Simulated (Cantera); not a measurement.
Charge: 1 mol B2H6, 12 mol N2, 78 mol H2, equilibrated at 1750 K and 0.230 bar.

Method: chemical equilibrium by Gibbs-energy minimisation in Cantera with the NASA 1993 tables (ideal gas, pure condensed phases). Candidate condensed phases: B, BN; 15 gas species. The feed counts by its element totals alone. Kinetics and transport are ignored.

Base state: H2 0.880, N2 0.120, H 0.000455 (mole fractions); condensed: BN(s).

Problem. What changes in the equilibrium state with this change: pressure from 0.230 bar to 0.0100 bar?

Solution. 
```
species       before    after
----------  --------  -------
H2             0.880    0.878
N2             0.120    0.119
H           0.000455  0.00218
BN(s), mol      2.00     2.00
```
